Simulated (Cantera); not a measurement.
Source: NASA polynomial tables (part measured, part estimated), evaluated in Cantera. Values are per mole of reaction as written; species without (g) are pure solids or liquids, kept so even where they would boil at 1 bar.

2 NO(g) + 4 Li(g) → N₂(g) + 2 Li₂O

```
T (K)  ΔH° (kJ)  ΔS° (J/K)  ΔG° (kJ)  log10 K
-----  --------  ---------  --------  -------
300           …          …         …        …
1075    -1989.5     -672.6   -1266.5    61.54
1225          …          …         …        …
1375    -1970.2     -656.8   -1067.1    40.54
1525          …          …         …        …
1675          …          …         …        …
```

### Question
Some entries are withheld; supply them.

### Answer

- 300, ΔH° (kJ): -2017.1
- 300, ΔS° (J/K): -709.2
- 300, ΔG° (kJ): -1804.4
- 300, log10 K: 314.17
- 1225, ΔH° (kJ): -1980.3
- 1225, ΔS° (J/K): -664.6
- 1225, ΔG° (kJ): -1166.2
- 1225, log10 K: 49.72
- 1525, ΔH° (kJ): -1959.5
- 1525, ΔS° (J/K): -649.4
- 1525, ΔG° (kJ): -969.1
- 1525, log10 K: 33.19
- 1675, ΔH° (kJ): -1948.2
- 1675, ΔS° (J/K): -642.4
- 1675, ΔG° (kJ): -872.2
- 1675, log10 K: 27.20
